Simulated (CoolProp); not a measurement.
Vapour-liquid equilibrium of n-pentane (1) + cyclohexane (2) at 318.4 K; x and y are mole fractions of (1).

The numbers come from the multi-fluid Helmholtz-energy mixture model, Thol 2019 and Zhou 2014; pair parameters Bell 2016 in CoolProp.

```csv
x,bubble pressure (kPa),y at the bubble point,dew pressure at overall composition x (kPa),liquid density (mol/L)
0.05,36.71,0.213,31.59,8.936
0.15,48.82,0.465,34.55,8.877
0.25,60.16,0.611,38.11,8.816
0.35,70.94,0.709,42.47,8.754
0.45,81.33,0.781,47.91,8.692
0.55,91.49,0.837,54.87,8.628
0.65,101.5,0.882,64.05,8.563
0.75,111.6,0.921,76.56,8.496
0.85,121.7,0.955,94.23,8.428
0.95,132.0,0.986,120.0,8.358
```

No azeotrope shows between x = 0.05 and 0.95.

The pair parameters rest on a limited set of measurements; away from them the model extrapolates.
